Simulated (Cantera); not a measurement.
Cantera run, input and output.

```python
import numpy as np
import cantera as ct

gas = ct.Solution("gri30.yaml")


def delay(T, t_max=10):
    gas.TPX = T, 43000, {'CH4': 1, 'O2': 4.35, 'N2': 16.3}
    reactor = ct.IdealGasReactor(gas, clone=False)
    net = ct.ReactorNet([reactor])
    net.rtol, net.atol = 1e-8, 1e-16
    while net.time < t_max:
        t_old, T_old = net.time, reactor.T
        net.step()
        if reactor.T > T + 400:  # ignition: a rise of 400 K
            return t_old + (T + 400 - T_old) / (reactor.T - T_old) * (net.time - t_old)
    return np.nan


taus = []
for T in [1225, 1325, 1425, 1525, 1625, 1725, 1825, 1925, 2025]:
    taus.append(delay(T))
    print(f"T0 = {T:6g} K   tau = {taus[-1]:.4e} s")
```

Result:

```
T0 =   1225 K   tau = 4.0406e-02 s
T0 =   1325 K   tau = 1.0679e-02 s
T0 =   1425 K   tau = 3.5278e-03 s
T0 =   1525 K   tau = 1.4347e-03 s
T0 =   1625 K   tau = 6.7873e-04 s
T0 =   1725 K   tau = 3.5585e-04 s
T0 =   1825 K   tau = 2.0139e-04 s
T0 =   1925 K   tau = 1.2114e-04 s
T0 =   2025 K   tau = 7.6629e-05 s
```

Cantera simulation using GRI-Mech 3.0 (53 species, 325 reactions); the numbers are that mechanism's predictions, not measurements.
